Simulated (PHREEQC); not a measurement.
A solution holds 0.6 mol/kgw KOH, 0.47 mol/kgw K2SO4 and 0.003 mol/kgw KH2PO4, at 20 °C. It is in equilibrium with CO2 at log p = -3.5 (atm). Otherwise closed; pH follows from the charge balance.

All values are PHREEQC results (ion-association model, wateq4f.dat), not measurements.

The pH is 10.13 and the ionic strength comes out as 1.81 mol/kgw. The activity of water is 0.964 and the total alkalinity comes out as 600 meq/kg.

| species | molality | activity | log γ |
|---|---|---|---|
| K+ | 1.32 | 0.757 | -0.240 |
| CO3-2 | 0.245 | 0.0384 | -0.805 |
| SO4-2 | 0.244 | 0.0292 | -0.922 |
| KSO4- | 0.226 | 0.142 | -0.201 |
| HCO3- | 0.107 | 0.0672 | -0.201 |
| HPO4-2 | 0.00215 | 0.000304 | -0.849 |
| KHPO4- | 0.000713 | 0.000449 | -0.201 |
| OH- | 0.000164 | 8.87e-5 | -0.267 |
| PO4-3 | 0.000137 | 1.68e-6 | -1.911 |
| CO2 | 8.17e-6 | 1.24e-5 | 0.181 |
| H2PO4- | 5.91e-7 | 3.72e-7 | -0.201 |

Precipitation was switched off in this run. The ionic strength is past about 0.7 mol/kgw, beyond the range of this activity model, so the values are rough. Complexes and solids missing from the database can't appear. H3PO4, which wateq4f.dat lacks, is added to it with the constant of phreeqc.dat.
